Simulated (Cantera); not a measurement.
## Equilibrium for fluorocarbon and chlorocarbon gases: CH3Cl + H2

A closed system holds: 1 mol CH3Cl, 0.055 mol H2, held at 5.85 Torr.

Equilibrium computed with Cantera from the NASA thermochemical tables; the gas is ideal and each condensed phase is pure. Candidate condensed phases: C, C6H6, C7H8, C8H18; 91 gas species. Kinetics and transport are ignored.

From 1550 °C to 2200 °C the condensed part is C(graphite). The main C-bearing gas is C2H2 (acetylene) throughout. The share of C in condensed phases is highest at 1550 °C (100.0 %) and lowest at 2200 °C (98.0 %).

```tsv
T (°C)	x H2	x HCl	x H	x Cl	x C2H2 (acetylene)	n C(graphite)
1550	0.511	0.483	0.00351	0.00253	0.000108	1.000
1600	0.510	0.481	0.00522	0.00373	0.000159	0.999
1650	0.509	0.478	0.00761	0.00538	0.000230	0.999
1700	0.507	0.475	0.0109	0.00761	0.000325	0.999
1750	0.504	0.470	0.0153	0.0106	0.000450	0.998
1800	0.500	0.464	0.0211	0.0144	0.000613	0.997
1850	0.496	0.456	0.0286	0.0193	0.000821	0.997
1900	0.490	0.446	0.0382	0.0254	0.00108	0.995
1950	0.482	0.433	0.0504	0.0329	0.00140	0.994
2000	0.472	0.419	0.0654	0.0418	0.00178	0.992
2050	0.461	0.401	0.0837	0.0524	0.00223	0.990
2100	0.446	0.381	0.106	0.0644	0.00275	0.987
2150	0.429	0.358	0.132	0.0780	0.00332	0.984
2200	0.410	0.332	0.162	0.0928	0.00395	0.980
```
x: gas mole fraction; n: condensed amount in mol.
